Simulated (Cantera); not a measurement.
**Equilibrium for carbothermic reduction: TiO₂ + C + CO**

Input: 1 mol TiO₂, 7.1 mol C, 0.043 mol CO, at 1.00 bar.

Method: chemical equilibrium by Gibbs-energy minimisation in Cantera with the NASA 1993 tables (ideal gas, pure condensed phases). Candidate condensed phases: C, Ti, TiC, TiO, TiO₂, Ti₂O₃, Ti₃O₅, Ti₄O₇; 15 gas species. Condensed phases not in the tables: Magnéli phases beyond Ti₄O₇. The numbers say what is thermodynamically allowed, not how fast it happens.

From 552 °C to 1052 °C the condensed part is C(graphite) + TiO₂(rutile). At 1102 °C the condensed part is C(graphite) + Ti₄O₇(s).

| T (°C) | x CO | x CO₂ | n C(graphite) | n TiO₂(rutile) | n Ti₄O₇(s) |
|---|---|---|---|---|---|
| 552 | 0.138 | 0.862 | 7.12 | 1.00 | 0 |
| 602 | 0.262 | 0.738 | 7.12 | 1.00 | 0 |
| 652 | 0.434 | 0.566 | 7.12 | 1.00 | 0 |
| 702 | 0.625 | 0.375 | 7.11 | 1.00 | 0 |
| 752 | 0.787 | 0.213 | 7.11 | 1.00 | 0 |
| 802 | 0.892 | 0.108 | 7.10 | 1.00 | 0 |
| 852 | 0.948 | 0.0525 | 7.10 | 1.00 | 0 |
| 902 | 0.974 | 0.0257 | 7.10 | 1.00 | 0 |
| 952 | 0.987 | 0.0130 | 7.10 | 1.00 | 0 |
| 1002 | 0.993 | 0.00691 | 7.10 | 1.00 | 0 |
| 1052 | 0.996 | 0.00383 | 7.10 | 1.00 | 0 |
| 1102 | 0.998 | 0.00222 | 6.85 | 0 | 0.250 |
x: gas mole fraction; n: condensed amount in mol.
